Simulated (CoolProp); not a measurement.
A simple Rankine cycle with cyclopropane: condensing at 316.15 K, boiler at 4.27 MPa, turbine inlet 387.2 K, turbine efficiency 0.8, pump efficiency 0.7, no recuperator. Each further row changes one setting.

Computed with CoolProp (reference Helmholtz-energy equation of state, Polt 1992). This equation is an older, rougher fit; its heat capacities, sound speeds and derivatives of the liquid may be far off and weren't checked against measurements.

```
case                             thermal efficiency (%)  net work (kJ/kg)  heat in (kJ/kg)  turbine exit temperature (K)  volume ratio over the turbine
-------------------------------  ----------------------  ----------------  ---------------  ----------------------------  -----------------------------
as stated                                          10.5              42.8              407                         316.1                     (withheld)
turbine inlet 407.2 K                              11.2        (withheld)              471                         340.6                           3.91
condensing temperature 308.15 K              (withheld)        (withheld)              426                         308.1                           5.06
boiler pressure 2.99 MPa                            8.7              40.0              459                         340.7                     (withheld)
turbine efficiency 0.7                              9.0              36.5              407                         316.1                     (withheld)
```

**Question.** Complete the blanks.

**Answer.** 
- as stated, volume ratio over the turbine: 4.17
- turbine inlet 407.2 K, net work (kJ/kg): 52.6
- condensing temperature 308.15 K, thermal efficiency (%): 11.8
- condensing temperature 308.15 K, net work (kJ/kg): 50.1
- boiler pressure 2.99 MPa, volume ratio over the turbine: 2.64
- turbine efficiency 0.7, volume ratio over the turbine: 4.24

The expansion ends wet for: as stated; condensing temperature 308.15 K; turbine efficiency 0.7.
